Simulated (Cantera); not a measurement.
A freely propagating, adiabatic, planar premixed flame of 28.1 % H2, 12.8 % O2, 59.1 % N2, unburnt at 373 K and 3150 Torr; mixture-averaged transport, grid criteria slope 0.08 and curve 0.16, no radiation.

Detailed kinetics in Cantera: the H2/O2 subset of GRI-Mech 3.0, which has no nitrogen chemistry. The hydrogen kinetics of GRI-Mech 3.0 are dated; newer H2 mechanisms differ, most at raised pressure. Burning velocities carry a grid error of a few per cent, more on coarse grids.

x: mole fraction of selected species; z is measured from the peak of heat release.

```json
[
 {"z (mm)": "-0.200", "T (K)": "373", "u (m/s)": "2.44", "x H2": "0.281", "x O2": "0.128", "x H2O2": "<1e-8", "x O": "<1e-8", "x OH": "<1e-8", "x HO2": "<1e-8"},
 {"z (mm)": "-0.134", "T (K)": "373", "u (m/s)": "2.44", "x H2": "0.281", "x O2": "0.128", "x H2O2": "<1e-8", "x O": "<1e-8", "x OH": "<1e-8", "x HO2": "<1e-8"},
 {"z (mm)": "-0.100", "T (K)": "373", "u (m/s)": "2.44", "x H2": "0.280", "x O2": "0.128", "x H2O2": "…", "x O": "<1e-8", "x OH": "<1e-8", "x HO2": "1.09e-7"},
 {"z (mm)": "-0.0668", "T (K)": "376", "u (m/s)": "2.45", "x H2": "0.277", "x O2": "0.129", "x H2O2": "…", "x O": "4.77e-8", "x OH": "<1e-8", "x HO2": "2.14e-6"},
 {"z (mm)": "-0.0334", "T (K)": "439", "u (m/s)": "2.78", "x H2": "0.251", "x O2": "0.132", "x H2O2": "…", "x O": "2.81e-6", "x OH": "1.00e-5", "x HO2": "0.000228"},
 {"z (mm)": "-0.0167", "T (K)": "752", "u (m/s)": "4.58", "x H2": "0.204", "x O2": "0.124", "x H2O2": "…", "x O": "0.000143", "x OH": "0.000741", "x HO2": "0.000827"},
 {"z (mm)": "0", "T (K)": "1212", "u (m/s)": "7.20", "x H2": "0.140", "x O2": "0.0923", "x H2O2": "…", "x O": "0.00154", "x OH": "0.00196", "x HO2": "0.000346"},
 {"z (mm)": "0.0167", "T (K)": "1535", "u (m/s)": "9.04", "x H2": "0.0845", "x O2": "0.0525", "x H2O2": "…", "x O": "0.00374", "x OH": "0.00476", "x HO2": "0.000157"},
 {"z (mm)": "0.0334", "T (K)": "1716", "u (m/s)": "10.1", "x H2": "0.0556", "x O2": "0.0280", "x H2O2": "…", "x O": "0.00446", "x OH": "0.00763", "x HO2": "7.42e-5"},
 {"z (mm)": "0.0668", "T (K)": "1889", "u (m/s)": "11.0", "x H2": "0.0405", "x O2": "0.0135", "x H2O2": "…", "x O": "0.00389", "x OH": "0.00994", "x HO2": "3.04e-5"},
 {"z (mm)": "0.134", "T (K)": "2033", "u (m/s)": "11.8", "x H2": "0.0357", "x O2": "0.00839", "x H2O2": "…", "x O": "0.00244", "x OH": "0.00959", "x HO2": "1.56e-5"},
 {"z (mm)": "0.267", "T (K)": "2143", "u (m/s)": "12.3", "x H2": "0.0314", "x O2": "0.00516", "x H2O2": "…", "x O": "0.00126", "x OH": "0.00784", "x HO2": "7.78e-6"},
 {"z (mm)": "0.535", "T (K)": "2215", "u (m/s)": "12.7", "x H2": "0.0275", "x O2": "0.00288", "x H2O2": "…", "x O": "0.000592", "x OH": "0.00581", "x HO2": "3.54e-6"}
]
```

Task: What belongs in the gaps?

Result: 
- -0.100, x H2O2: 2.09e-8
- -0.0668, x H2O2: 4.14e-7
- -0.0334, x H2O2: 3.62e-5
- -0.0167, x H2O2: 0.000134
- 0, x H2O2: 4.71e-5
- 0.0167, x H2O2: 6.34e-6
- 0.0334, x H2O2: 3.28e-6
- 0.0668, x H2O2: 1.80e-6
- 0.134, x H2O2: 1.00e-6
- 0.267, x H2O2: 6.06e-7
- 0.535, x H2O2: 3.71e-7
